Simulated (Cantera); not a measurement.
A freely propagating, adiabatic, planar premixed flame of 9.47 % CO, 0.540 % H2, 4.83 % CH4, 17.9 % O2, 67.3 % N2, unburnt at 523 K and 9.67 atm; mixture-averaged transport, grid criteria slope 0.08 and curve 0.16, no radiation.

Model: GRI-Mech 3.0 (53 species, 325 reactions), integrated in Cantera. Burning velocities carry a grid error of a few per cent, more on coarse grids.

Predict: laminar burning velocity; thermal thickness; peak x(HO2); peak x(C2H4); peak x(HCO).


```json
{
 "laminar_burning_velocity": "46.4 cm/s",
 "thermal_thickness": "0.0660 mm",
 "peak x(HO2)": "0.000326",
 "peak x(C2H4)": "0.000125",
 "peak x(HCO)": "1.22e-5"
}
```
